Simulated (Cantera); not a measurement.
Feed: 1 mol CH3SiCl3, 0.018 mol HCl, 24 mol H2, 0.48 mol C2H4, equilibrated at 133 Pa.

Cantera equilibrium calculation (NASA polynomials, part measured and part estimated; ideal gas, pure solids and liquids). Candidate condensed phases: C, C6H6, C7H8, C8H18, Si, SiC; 109 gas species. The feed counts by its element totals alone. Gases not in the tables: Si2H6 and higher silanes. Rates play no part.

### Question
Which condensed phases are stable at each of these points (T (°C)): 1902, 1952, 2002, 2052, 2102, 2152, 2202, 2252, 2302?

### Answer
| T (°C) | condensed phases | Si condensed (%) |
|---|---|---|
| 1902 | C(graphite) + SiC(s) | 11.1 |
| 1952 | C(graphite) | 0.0 |
| 2002 | C(graphite) | 0.0 |
| 2052 | C(graphite) | 0.0 |
| 2102 | C(graphite) | 0.0 |
| 2152 | C(graphite) | 0.0 |
| 2202 | C(graphite) | 0.0 |
| 2252 | C(graphite) | 0.0 |
| 2302 | C(graphite) | 0.0 |

At 1902 °C the condensed part is C(graphite) + SiC(s). From 1952 °C to 2302 °C the condensed part is C(graphite).
